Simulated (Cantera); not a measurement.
An adiabatic, constant-volume homogeneous reactor starts with CH4 : H2 : O2 : N2 : H2O = 1 : 0.14 : 6.27 : 38.9 : 1.9 (molar parts), equivalence ratio 0.33, at 1725 K and 1.00 bar.

Cantera simulation using GRI-Mech 3.0 (53 species, 325 reactions); the numbers are that mechanism's predictions, not measurements.

**Question.** Predict: time of steepest temperature rise; temperature at 1.00 s; equilibrium temperature; x(H2) at 1.00 s; x(O2) at 1.00 s.

**Answer.** 
```json
{
  "time_of_steepest_temperature_rise": "0.161 ms",
  "temperature at 1.00 s": "2250 K",
  "equilibrium_temperature": "2250 K",
  "x(H2) at 1.00 s": "0.000387 (gas-phase equilibrium 0.000387)",
  "x(O2) at 1.00 s": "0.0816 (gas-phase equilibrium 0.0816)"
}
```
